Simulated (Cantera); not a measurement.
## CsCl + HCl + N2 (halide evaporation, hydrolysis and transport)

Input: 1 mol CsCl, a varied amount of HCl, 0.1 mol N2, at 1725 °C and 0.00233 Torr.

These are equilibrium values from Cantera (NASA tables, ideal gas, pure condensed phases), not measurements of a reactor. Candidate condensed phases: Cs, CsCl, NH4Cl; 16 gas species. The numbers say what is thermodynamically allowed, not how fast it happens.

From 0.03 mol HCl to 0.66 mol HCl nothing is condensed. The main Cs-bearing gas is CsCl throughout.

```csv
n(HCl) (mol),x CsCl,x Cl,x Cs,x H,x N2,x HCl,x H2,x Cl2
0.03,0.544,0.190,0.173,0.0160,0.0717,0.00491,0.000308,2.09e-7
0.039,0.540,0.192,0.170,0.0204,0.0710,0.00632,0.000500,2.13e-7
0.05,0.535,0.194,0.167,0.0255,0.0702,0.00800,0.000784,2.17e-7
0.065,0.528,0.197,0.162,0.0321,0.0690,0.0102,0.00125,2.24e-7
0.084,0.520,0.201,0.157,0.0400,0.0677,0.0130,0.00193,2.33e-7
0.11,0.509,0.206,0.150,0.0499,0.0659,0.0166,0.00300,2.45e-7
0.14,0.497,0.211,0.142,0.0602,0.0640,0.0206,0.00437,2.58e-7
0.18,0.482,0.219,0.133,0.0725,0.0615,0.0256,0.00633,2.76e-7
0.24,0.461,0.229,0.122,0.0883,0.0582,0.0327,0.00940,3.03e-7
0.3,0.441,0.239,0.112,0.102,0.0553,0.0392,0.0125,3.29e-7
0.39,0.414,0.252,0.0995,0.118,0.0514,0.0482,0.0169,3.66e-7
0.51,0.382,0.267,0.0866,0.136,0.0469,0.0587,0.0223,4.13e-7
0.66,0.349,0.284,0.0744,0.153,0.0423,0.0701,0.0281,4.65e-7
```
x: gas mole fraction; nothing condenses.
